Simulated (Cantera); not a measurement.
Feed: 1 mol C2H5OH, 4.2 mol H2, equilibrated at 2475 K and 13.3 mbar.

Equilibrium computed with Cantera from the NASA thermochemical tables; the gas is ideal and each condensed phase is pure. Candidate condensed phases: C, C6H6, C7H8, C8H18, H2O; 110 gas species. Rates play no part.

What is the equilibrium state?


| Item | Result |
|---|---|
| x(H2) | 0.716 |
| x(H) | 0.165 |
| x(CO) | 0.112 |
| x(C2H2 (acetylene)) | 0.00696 |
| x(C2H) | 0.000109 |
| x(C4H2) | 2.79e-5 |
| x(C3) | 2.52e-5 |
| x(C) | 8.82e-6 |
| x(C2H2 (vinylidene)) | 4.98e-6 |
| n(C(graphite)) | 0.872 mol |
| gas amount | 8.938 mol |
